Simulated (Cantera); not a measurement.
Feed: 1 mol Fe2O3, 1.1 mol SO2, 0.79 mol H2O, 4.5 mol H2S, equilibrated at 2800 Pa.

Method: chemical equilibrium by Gibbs-energy minimisation in Cantera with the NASA 1993 tables (ideal gas, pure condensed phases). Candidate condensed phases: Fe, FeO, Fe(OH)2, Fe(OH)3, FeS, FeSO4, FeS2, Fe2O3, Fe2(SO4)3, Fe3O4, H2O, H2SO4, S; 22 gas species. FeS: taken at fixed stoichiometry. Gases not in the tables: S3 to S7. The numbers say what is thermodynamically allowed, not how fast it happens.

Q: Which condensed phases are stable at each of these points (T (K)): 748, 848, 948, 1048, 1148, 1248, 1348, 1448, 1548, 1648?

A: 
```json
[
 {"T (K)": "748", "condensed phases": "FeS2(s)", "Fe condensed (%)": "100.0"},
 {"T (K)": "848", "condensed phases": "FeS2(s)", "Fe condensed (%)": "100.0"},
 {"T (K)": "948", "condensed phases": "FeS(s)", "Fe condensed (%)": "100.0"},
 {"T (K)": "1048", "condensed phases": "FeS(s)", "Fe condensed (%)": "100.0"},
 {"T (K)": "1148", "condensed phases": "FeS(s)", "Fe condensed (%)": "100.0"},
 {"T (K)": "1248", "condensed phases": "FeS(s)", "Fe condensed (%)": "100.0"},
 {"T (K)": "1348", "condensed phases": "FeS(s)", "Fe condensed (%)": "100.0"},
 {"T (K)": "1448", "condensed phases": "FeS(s)", "Fe condensed (%)": "100.0"},
 {"T (K)": "1548", "condensed phases": "FeS(l)", "Fe condensed (%)": "100.0"},
 {"T (K)": "1648", "condensed phases": "FeS(l)", "Fe condensed (%)": "100.0"}
]
```

From 748 K to 848 K the condensed part is FeS2(s). From 948 K to 1448 K the condensed part is FeS(s). From 1548 K to 1648 K the condensed part is FeS(l).
